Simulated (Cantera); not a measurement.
Standard-state values (1 bar) from the NASA 1993 polynomials, evaluated with Cantera. Values are per mole of reaction as written; species without (g) are pure solids or liquids, kept so even where they would boil at 1 bar. VN: taken at fixed stoichiometry.

5 H(g) + 2 NO(g) + V₂O₃ ⇌ 2 VN + 5 OH(g)

```tsv
T (K)	ΔH° (kJ)	ΔS° (J/K)	ΔG° (kJ)	log10 K
673	(withheld)	(withheld)	(withheld)	(withheld)
773	(withheld)	(withheld)	(withheld)	(withheld)
873	-319.3	-151.7	-186.8	11.18
973	-324.3	-157.1	-171.4	9.20
1073	-329.2	-161.9	-155.4	7.57
1173	(withheld)	(withheld)	(withheld)	(withheld)
1273	(withheld)	(withheld)	(withheld)	(withheld)
```

Q: What belongs in the gaps?

A: 
- 673, ΔH° (kJ): -309.3
- 673, ΔS° (J/K): -138.7
- 673, ΔG° (kJ): -215.9
- 673, log10 K: 16.76
- 773, ΔH° (kJ): -314.3
- 773, ΔS° (J/K): -145.6
- 773, ΔG° (kJ): -201.7
- 773, log10 K: 13.63
- 1173, ΔH° (kJ): -333.9
- 1173, ΔS° (J/K): -166.1
- 1173, ΔG° (kJ): -139.0
- 1173, log10 K: 6.19
- 1273, ΔH° (kJ): -338.6
- 1273, ΔS° (J/K): -170.0
- 1273, ΔG° (kJ): -122.2
- 1273, log10 K: 5.02
